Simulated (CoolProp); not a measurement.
R11 along the isotherm 24.25 °C: density (kg/m³) from the reference equation and from simpler models built on Tc = 198.0 °C, pc = 4408 kPa, ω = 0.189; each cubic takes its own stable root.

Computed with CoolProp (reference Helmholtz-energy equation of state, Jacobsen 1992).

| p (kPa) | phase | reference | Redlich-Kwong | Soave-Redlich-Kwong | Peng-Robinson |
|---|---|---|---|---|---|
| 6.97 | gas | 0.3881 | 0.3880 | 0.3880 | 0.3880 |
| 15.9 | gas | 0.8881 | 0.8872 | 0.8875 | 0.8877 |
| 36.1 | gas | 2.031 | 2.026 | 2.027 | 2.028 |
| 82.1 | gas | 4.697 | [?] | 4.677 | 4.682 |
| 187 | liquid | 1478 | 1367 | 1397 | 1579 |
| 425 | liquid | [?] | 1368 | 1398 | 1580 |
| 968 | liquid | [?] | 1370 | 1400 | 1582 |
| 2200 | liquid | [?] | 1376 | 1405 | 1586 |

Task: Fill in the missing entries.

Result: 
- 82.1, Redlich-Kwong: 4.669
- 425, reference: 1479
- 968, reference: 1480
- 2200, reference: 1484
